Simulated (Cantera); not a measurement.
A closed system holds: 1 mol borazine, 0.26 mol H₂O, 180 mol H₂, held at 1377 °C and 55.0 mbar.

These are equilibrium values from Cantera (NASA tables, ideal gas, pure condensed phases), not measurements of a reactor. Candidate condensed phases: B, BN, B₂O₃, B₃O₃H₃, H₂O; 39 gas species. The feed counts by its element totals alone. Kinetics and transport are ignored.

Base state: H₂ 0.998, HBO 0.00135, N₂ 0.000697, H 0.000387, HBO₂ 1.27e-5, H₂O 1.19e-5, BO 1.11e-5 (mole fractions); condensed: BN(s).

Problem. What changes in the equilibrium state with this change: temperature from 1377 °C to 2125 °C?

Solution. 
| species | before | after |
|---|---|---|
| H₂ | 0.998 | 0.923 |
| H | 0.000387 | 0.0645 |
| N₂ | 0.000697 | 0.00784 |
| BH₂ | 2.96e-6 | 0.00273 |
| B | <1e-9 | 0.000568 |
| BH | <1e-9 | 8.63e-5 |
| BN(s), mol | 2.74 | 0 |
| B(l), mol | 0 | 2.09 |
The tables' values for BH₂ are old estimates; treat these amounts as uncertain. Gases not in the tables: B₂H₆ and higher boranes.

Problem. What changes in the equilibrium state with this change: temperature from 1377 °C to 877 °C?

Solution. 
```csv
species,before,after
H₂,0.998,0.999
N₂,0.000697,0.000385
H₂O,1.19e-5,0.000252
HBO,0.00135,3.37e-6
H,0.000387,3.18e-7
HBO₂,1.27e-5,2.67e-5
BO,1.11e-5,<1e-9
"BN(s), mol",2.74,2.86
"B₂O₃(l), mol",0,0.0678
```
Mutual solubility and eutectic melting of coexisting phases are not modelled.
